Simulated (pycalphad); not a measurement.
**Effect of Al content in Si-Al**

CALPHAD calculation (pycalphad, COST 507 light-alloy database (1999)), 1 atm. The database dates from 1999; later assessments differ in places, in temperatures and in the compounds included. Phase fractions are per mole of atoms.

```csv
alloy,liquidus (°C),first solid,solidus (°C),phases at 477 °C
Si-16.88Al (wt.%),1324,DIAMOND_A4,577,"DIAMOND_A4 0.82, FCC_A1 0.18"
Si-33.99Al (wt.%),1202,DIAMOND_A4,577,"DIAMOND_A4 0.65, FCC_A1 0.35"
Si-51.35Al (wt.%),1038,DIAMOND_A4,577,"FCC_A1 0.53, DIAMOND_A4 0.47"
Si-68.95Al (wt.%),834,DIAMOND_A4,577,"FCC_A1 0.70, DIAMOND_A4 0.30"
```

FCC_A1 is fcc; DIAMOND_A4 is diamond (Si).
